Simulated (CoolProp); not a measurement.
Vapour-liquid equilibrium of methane (1) + ethylene (2) at 331 kPa; x and y are mole fractions of (1).

Computed with CoolProp (multi-fluid Helmholtz-energy mixture model, Setzmann 1991 and Smukala 2000; pair parameters Bell 2016).

```json
[
 {"x": "0.05", "bubble temperature, mixture model (K)": "…", "bubble temperature, Raoult's law (K)": "179.6", "y, mixture model": "0.488", "y, Raoult's law": "0.489"},
 {"x": "0.2", "bubble temperature, mixture model (K)": "…", "bubble temperature, Raoult's law (K)": "157.9", "y, mixture model": "…", "y, Raoult's law": "0.882"},
 {"x": "0.35", "bubble temperature, mixture model (K)": "…", "bubble temperature, Raoult's law (K)": "147.0", "y, mixture model": "…", "y, Raoult's law": "0.958"},
 {"x": "0.5", "bubble temperature, mixture model (K)": "137.5", "bubble temperature, Raoult's law (K)": "140.3", "y, mixture model": "0.981", "y, Raoult's law": "0.982"},
 {"x": "0.65", "bubble temperature, mixture model (K)": "134.2", "bubble temperature, Raoult's law (K)": "135.5", "y, mixture model": "…", "y, Raoult's law": "0.992"},
 {"x": "0.8", "bubble temperature, mixture model (K)": "131.6", "bubble temperature, Raoult's law (K)": "132.0", "y, mixture model": "…", "y, Raoult's law": "0.997"},
 {"x": "0.95", "bubble temperature, mixture model (K)": "129.1", "bubble temperature, Raoult's law (K)": "129.1", "y, mixture model": "…", "y, Raoult's law": "0.999"}
]
```

Problem. What belongs in the gaps?

Solution. 
- 0.05, bubble temperature, mixture model (K): 178.8
- 0.2, bubble temperature, mixture model (K): 153.4
- 0.2, y, mixture model: 0.904
- 0.35, bubble temperature, mixture model (K): 142.8
- 0.35, y, mixture model: 0.964
- 0.65, y, mixture model: 0.989
- 0.8, y, mixture model: 0.994
- 0.95, y, mixture model: 0.998

The largest gap from Raoult's law is -4.5 K in bubble temperature, at x = 0.2. No azeotrope shows between x = 0.05 and 0.95.

Pair parameters are fitted to limited data, so mixtures are less certain than the pure fluids.
